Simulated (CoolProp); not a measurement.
Vapour-liquid equilibrium of CH2F2 (R32) (1) + toluene (2) at 325.1 K; x and y are mole fractions of (1).

Computed with CoolProp (multi-fluid Helmholtz-energy mixture model, Tillner-Roth 1997 and Lemmon 2006; pair parameters Bell 2016).

Problem. Give the bubble pressure and the first vapour's composition at x = 0.05, 0.35, 0.95. Is there an azeotrope?

Solution. x = 0.05: 0.4176 MPa, y = 0.965; x = 0.35: 1.907 MPa, y = 0.989; x = 0.95: 3.039 MPa, y = 0.996. No azeotrope shows between x = 0.05 and 0.95.

The pair parameters rest on a limited set of measurements; away from them the model extrapolates. The gap from Raoult's law changes sign with composition, which may be real or a fault of the pair parameters; it wasn't checked against measurements. With so large a gap from Raoult's law the liquid may split in two, which this calculation doesn't test in full.
